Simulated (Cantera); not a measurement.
Charge: 1 mol SiC, 0.15 mol H₂O, 13 mol H₂, held at 1375 K and 58.0 Pa.

Cantera equilibrium calculation (NASA polynomials, part measured and part estimated; ideal gas, pure solids and liquids). Candidate condensed phases: C, C₆H₆, C₇H₈, C₈H₁₈, H₂O, Si, SiC, SiO₂; 123 gas species. Rates play no part.

Base state: H₂ 0.989, CO 0.00564, SiO 0.00564, H 0.000141 (mole fractions); condensed: SiC(s).

**Question.** What changes in the equilibrium state with this change: H₂O from 0.15 to 0.006 mol?

**Answer.** 
| species | before | after |
|---|---|---|
| H₂ | 0.989 | 0.999 |
| CO | 0.00564 | 0.000231 |
| SiO | 0.00564 | 0.000231 |
| H | 0.000141 | 0.000142 |
| SiC(s), mol | 0.925 | 0.997 |
